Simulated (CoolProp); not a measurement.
Saturated liquid density (kg/m³) of methane: the reference equation beside estimates from Tc = -82.6 °C, pc = 4599 kPa, ω = 0.011.

Model: reference Helmholtz-energy equation of state, Setzmann 1991, in CoolProp.

```json
[
 {"T (°C)": "-126.55", "reference": "364.6", "van der Waals": "248.6", "Redlich-Kwong": "354.5", "Soave-Redlich-Kwong": "351.5", "Peng-Robinson": "398.2"},
 {"T (°C)": "-122.85", "reference": "357.3", "van der Waals": "243.2", "Redlich-Kwong": "344.9", "Soave-Redlich-Kwong": "342.2", "Peng-Robinson": "387.7"},
 {"T (°C)": "-119.15", "reference": "349.6", "van der Waals": "237.6", "Redlich-Kwong": "334.9", "Soave-Redlich-Kwong": "332.4", "Peng-Robinson": "376.6"},
 {"T (°C)": "-115.45", "reference": "341.6", "van der Waals": "231.7", "Redlich-Kwong": "324.2", "Soave-Redlich-Kwong": "322.1", "Peng-Robinson": "364.8"},
 {"T (°C)": "-111.65", "reference": "332.8", "van der Waals": "225.3", "Redlich-Kwong": "312.6", "Soave-Redlich-Kwong": "310.8", "Peng-Robinson": "351.9"},
 {"T (°C)": "-107.95", "reference": "323.6", "van der Waals": "218.5", "Redlich-Kwong": "300.5", "Soave-Redlich-Kwong": "299.0", "Peng-Robinson": "338.3"},
 {"T (°C)": "-104.25", "reference": "313.6", "van der Waals": "211.3", "Redlich-Kwong": "287.5", "Soave-Redlich-Kwong": "286.3", "Peng-Robinson": "323.5"},
 {"T (°C)": "-100.55", "reference": "302.7", "van der Waals": "203.4", "Redlich-Kwong": "273.4", "Soave-Redlich-Kwong": "272.4", "Peng-Robinson": "307.4"}
]
```

Absolute difference from the reference over all 8 rows, mean and median: van der Waals 32.3 and 32.2 %, Redlich-Kwong 5.8 and 5.6 %, Soave-Redlich-Kwong 6.4 and 6.2 %, Peng-Robinson 5.9 and 6.3 %.
